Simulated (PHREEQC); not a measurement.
Make-up at 30 °C: 0.0018 mol MgCl2, 0.0031 mol NaHCO3 and 0.0085 mol MgSO4 per kg of water. Closed to the air; pH follows from the charge balance.

Equilibrium calculation in PHREEQC: Pitzer model, pitzer.dat.

No solid was allowed to form.

### Question
Estimate the pH.

### Answer
pH 7.90.

### Question
In which forms is C present?

### Answer
HCO3- 96 %, CO2 2.1 %, MgCO3 1.3 %, CO3-2 0.7 % of the C.

The solution is supersaturated, for example in Magnesite (slow to form), so a real one may precipitate; this is no full list.
